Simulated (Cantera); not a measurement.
An adiabatic, constant-volume homogeneous reactor starts with H2 : O2 : N2 : NO = 2.3 : 0.926 : 3.48 : 0.016 (molar parts), at 1400 K and 5.00 bar.

Model: GRI-Mech 3.0 (53 species, 325 reactions), integrated in Cantera. The hydrogen kinetics of GRI-Mech 3.0 are dated; newer H2 mechanisms differ, most at raised pressure. Above 3000 K some thermodynamic fits are extrapolated.

x: mole fraction; the columns are a selection and need not sum to one.

```csv
t (s),T (K),P (bar),x H2,x O2,x NO,x H2O2,x OH
9.00e-6,3172,10.1,0.0917,0.00542,?,1.37e-6,0.0281
2.09e-5,3177,10.2,0.0922,0.00505,?,1.33e-6,0.0273
4.83e-5,3172,10.1,0.0931,0.00480,?,1.29e-6,0.0267
0.000112,3170,10.1,0.0935,0.00469,0.00738,1.27e-6,0.0264
0.000260,3170,10.1,0.0935,0.00468,0.00743,1.26e-6,0.0264
0.000601,3170,10.1,0.0935,0.00468,0.00743,1.26e-6,0.0264
0.00139,3170,10.1,0.0935,0.00468,0.00743,1.26e-6,0.0264
0.00323,3170,10.1,0.0935,0.00468,0.00743,1.26e-6,0.0264
0.00748,3170,10.1,0.0935,0.00468,0.00743,1.26e-6,0.0264
0.0173,3170,10.1,0.0935,0.00468,0.00743,1.26e-6,0.0264
0.0402,3170,10.1,0.0935,0.00468,0.00743,1.26e-6,0.0264
0.0931,3170,10.1,0.0935,0.00468,0.00743,1.26e-6,0.0264
0.216,3170,10.1,0.0935,0.00468,0.00743,1.26e-6,0.0264
0.500,3170,10.1,0.0935,0.00468,0.00743,1.26e-6,0.0264
```

### Question
Some entries are withheld; supply them.

### Answer

- 9.00e-6, x NO: 0.00331
- 2.09e-5, x NO: 0.00481
- 4.83e-5, x NO: 0.00659
